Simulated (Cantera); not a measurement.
# c-C4F8 + F2 + H2 (fluorocarbon and chlorocarbon gases)

Input: 1 mol c-C4F8, 1.7 mol F2, 0.85 mol H2, at 3400 K and 1.33 mbar.

Equilibrium computed with Cantera from the NASA thermochemical tables; the gas is ideal and each condensed phase is pure. Candidate condensed phases: C, C6H6, C7H8, C8H18; 95 gas species. The feed counts by its element totals alone. Equilibrium is a limit: real reactors are often held back by kinetics, nucleation or transport.

```json
{
 "x(F)": "0.690",
 "x(C)": "0.140",
 "x(H)": "0.0812",
 "x(HF)": "0.0291",
 "x(CF)": "0.0211",
 "x(C3)": "0.0209",
 "x(C2)": "0.0179",
 "x(CF2)": "8.59e-5",
 "x(C2H)": "6.55e-5",
 "gas_amount": "15.40 mol",
 "log10 activity of C(graphite) (absent)": "-0.89"
}
```
